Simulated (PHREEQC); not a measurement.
**Ultrapure water in contact with air or piping (model solution)**

Model water analysis in mg/kgw, 20 °C, pH 5.8, pe 11.5: Na 0.29; K 0.258; Ca 0.682; Mg 0.0607; Cl 1.44; S(6) as SO4 0.228; Alkalinity as HCO3 0.717; O(0) (dissolved oxygen) 0.00115; Si as SiO2 0.013.

Valence states are taken as typed.

Equilibrium calculation in PHREEQC: ion-association model, phreeqc.dat.

Each row changes one thing in this solution. This is a speciation only: nothing precipitates in the calculation.

```json
[
 {"case": "as made", "CO2 (mol/kgw)": "5.04e-5", "HCO3- (mol/kgw)": "1.33e-5", "CaSO4 (mol/kgw)": "6.34e-9", "CaHCO3+ (mol/kgw)": "2.55e-9", "MgSO4 (mol/kgw)": "1.12e-9", "MgHCO3+ (mol/kgw)": "3.67e-10", "SI of Quartz (SiO2)": "-2.61"},
 {"case": "Cl from 1.44 to 4.32 mg/kgw", "CO2 (mol/kgw)": "[?]", "HCO3- (mol/kgw)": "1.33e-5", "CaSO4 (mol/kgw)": "6.23e-9", "CaHCO3+ (mol/kgw)": "2.53e-9", "MgSO4 (mol/kgw)": "1.10e-9", "MgHCO3+ (mol/kgw)": "3.63e-10", "SI of Quartz (SiO2)": "-2.61"},
 {"case": "pH from 5.8 to 6.3 at the same alkalinity", "CO2 (mol/kgw)": "1.46e-5", "HCO3- (mol/kgw)": "[?]", "CaSO4 (mol/kgw)": "6.34e-9", "CaHCO3+ (mol/kgw)": "2.34e-9", "MgSO4 (mol/kgw)": "1.12e-9", "MgHCO3+ (mol/kgw)": "3.36e-10", "SI of Quartz (SiO2)": "-2.61"},
 {"case": "pH from 5.8 to 5.5 at the same alkalinity", "CO2 (mol/kgw)": "[?]", "HCO3- (mol/kgw)": "1.49e-5", "CaSO4 (mol/kgw)": "6.33e-9", "CaHCO3+ (mol/kgw)": "2.86e-9", "MgSO4 (mol/kgw)": "1.12e-9", "MgHCO3+ (mol/kgw)": "4.10e-10", "SI of Quartz (SiO2)": "-2.61"},
 {"case": "all concentrations times 4 at the same typed pH", "CO2 (mol/kgw)": "[?]", "HCO3- (mol/kgw)": "4.86e-5", "CaSO4 (mol/kgw)": "9.29e-8", "CaHCO3+ (mol/kgw)": "3.57e-8", "MgSO4 (mol/kgw)": "1.64e-8", "MgHCO3+ (mol/kgw)": "5.13e-9", "SI of Quartz (SiO2)": "[?]"}
]
```

Q: Complete the blanks.

A: 
- Cl from 1.44 to 4.32 mg/kgw, CO2 (mol/kgw): 5.03e-5
- pH from 5.8 to 6.3 at the same alkalinity, HCO3- (mol/kgw): 1.22e-5
- pH from 5.8 to 5.5 at the same alkalinity, CO2 (mol/kgw): 0.000113
- all concentrations times 4 at the same typed pH, CO2 (mol/kgw): 0.000182
- all concentrations times 4 at the same typed pH, SI of Quartz (SiO2): -2.01
